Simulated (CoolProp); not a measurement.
Nitrous oxide at 298.15 K and 16.4 MPa is throttled through a valve to 9.88 MPa with no heat exchange. Each further row changes one setting.

Values from CoolProp's reference Helmholtz-energy equation of state, Lemmon 2006. It is a short technical equation, of lower accuracy than the large ones.

```tsv
case	temperature change (K)	final phase	final density (kg/m³)
as stated	-2.7	liquid	838
outlet pressure 2.96 MPa	-27.1	two-phase, vapour fraction 0.207	290
outlet pressure 12.8 MPa	-1.3	liquid	857
```
